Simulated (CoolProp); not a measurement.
Vapour-liquid equilibrium of n-pentane (1) + acetone (2) at 37.05 °C; x and y are mole fractions of (1).

Values from CoolProp's multi-fluid Helmholtz-energy mixture model, Thol 2019 and Lemmon 2006; pair parameters Bell 2016.

Give the bubble pressure and the first vapour's composition at x = 0.35, 0.575, 0.65. Is there an azeotrope?

x = 0.35: 111.2 kPa, y = 0.634; x = 0.575: 117.1 kPa, y = 0.687; x = 0.65: 117.9 kPa, y = 0.706. y crosses x between x = 0.725 and 0.8: the model has an azeotrope there.

The pair parameters rest on a limited set of measurements; away from them the model extrapolates. With so large a gap from Raoult's law the liquid may split in two, which this calculation doesn't test in full.
